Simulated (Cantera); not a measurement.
An adiabatic, constant-volume homogeneous reactor starts with CH4 : CO : O2 : N2 = 1 : 0.097 : 0.854 : 3.21 (molar parts), at 1700 K and 3.80 bar.

Model: GRI-Mech 3.0 (53 species, 325 reactions), integrated in Cantera.

One state of this run: T (K) = 2777; P (bar) = 7.64; x CH4 = 1.03e-9; x CO = 0.162; x O2 = 1.17e-5; x N2O = 2.64e-8; x NO2 = 3.01e-9; x H2O2 = 1.12e-8; x OH = 0.00163. x: mole fraction; the columns are a selection and need not sum to one.

### Question
Which value of t (s) does it belong to?
A. 0.000120
B. 0.000347
C. 0.00833
D. 1.44e-5

### Answer
C, 0.00833
